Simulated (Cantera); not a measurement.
Feed: 1 mol CH₃SiCl₃, 0.7 mol C₂H₄, 1.5 mol H₂, held at 2375 K and 1.00 Torr.

Cantera equilibrium calculation (NASA polynomials, part measured and part estimated; ideal gas, pure solids and liquids). Candidate condensed phases: C, C₆H₆, C₇H₈, C₈H₁₈, Si, SiC; 109 gas species. The feed counts by its element totals alone. The tables' values for SiCl, SiCl₃ are old estimates; treat these amounts as uncertain. Gases not in the tables: Si₂H₆ and higher silanes. Kinetics and transport are ignored.

Base state: H₂ 0.323, HCl 0.225, H 0.219, Cl 0.109, Si 0.0805, SiCl₂ 0.0156, SiC₂ 0.0143, SiCl 0.00753 (mole fractions); condensed: C(graphite).

### Question
What changes in the equilibrium state with this change: CH₃SiCl₃ replaced by Si(CH₃)₄?

### Answer
```
species            before   after
----------------  -------  ------
H₂                  0.323   0.610
H                   0.219   0.302
Si                 0.0805  0.0688
HCl                 0.225       0
Cl                  0.109       0
SiCl₂              0.0156       0
SiC₂               0.0143  0.0122
SiCl              0.00753       0
SiCl₃             1.72e-5       0
C(graphite), mol     2.11    5.00
```
